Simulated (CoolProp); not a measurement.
Properties of diethyl ether along the isotherm 548 K.

Computed with CoolProp (reference Helmholtz-energy equation of state, Thol 2014).

```
p (MPa)          phase  density (kg/m³)  cp (kJ/(kg K))  speed of sound (m/s)  expansivity (1/kK)  fugacity coefficient
-------  -------------  ---------------  --------------  --------------------  ------------------  --------------------
1.24               gas            21.62           2.442                 239.0               2.349                0.9368
2.48               gas            46.93           2.542                 222.4               3.119                0.8748
3.72     supercritical            77.59           2.692                 205.3               4.268                0.8141
4.96     supercritical            115.8           2.913                 189.7               5.916                0.7556
6.2      supercritical            163.0           3.203                 179.7               7.911                0.7002
7.43     supercritical            216.8           3.468                 180.4               9.340                0.6497
8.67     supercritical            269.1           3.547                 196.2               9.004                0.6051
9.91     supercritical            311.0           3.459                 223.4               7.560                0.5674
11.2     supercritical            343.3           3.339                 255.8               6.173                0.5353
12.4     supercritical            366.2           3.247                 285.7               5.230                0.5108
13.6     supercritical            384.4           3.175                 314.0               4.549                0.4906
14.9     supercritical            400.6           3.116                 342.7               4.009                0.4725
16.1     supercritical            413.2           3.073                 367.3               3.632                0.4588
17.3     supercritical            424.2           3.039                 390.5               3.335                0.4474
18.6     supercritical            434.6           3.008                 414.0               3.077                0.4371
```
